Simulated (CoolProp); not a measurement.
Methane along the isobar 1.8 MPa: Z from the reference equation and from simpler models built on Tc = -82.6 °C, pc = 4.599 MPa, ω = 0.011; each cubic takes its own stable root.

Model: reference Helmholtz-energy equation of state, Setzmann 1991, in CoolProp.

```json
[
 {"T (°C)": "-86.45", "phase": "gas", "reference": "0.8434"},
 {"T (°C)": "-56.25", "phase": "gas", "reference": "0.9065"},
 {"T (°C)": "-26.05", "phase": "gas", "reference": "0.9399"},
 {"T (°C)": "4.05", "phase": "gas", "reference": "0.9598"},
 {"T (°C)": "34.25", "phase": "gas", "reference": "0.9726"},
 {"T (°C)": "64.45", "phase": "gas", "reference": "0.9813"},
 {"T (°C)": "94.65", "phase": "gas", "reference": "0.9874"},
 {"T (°C)": "124.75", "phase": "gas", "reference": "0.9918"},
 {"T (°C)": "154.95", "phase": "gas", "reference": "0.9950"}
]
```

Q: How far does each simpler model (Pitzer virial, van der Waals, Peng-Robinson) lie from the reference over these 9 states: mean and median of the absolute difference, and the worst?

A: 
- Pitzer virial: mean 0.3 %, median 0.0 %, worst +1.8 % at -86.45 °C and 1.8 MPa
- van der Waals: mean 0.7 %, median 0.6 %, worst +2.2 % at -86.45 °C and 1.8 MPa
- Peng-Robinson: mean 0.9 %, median 0.8 %, worst -1.9 % at -86.45 °C and 1.8 MPa
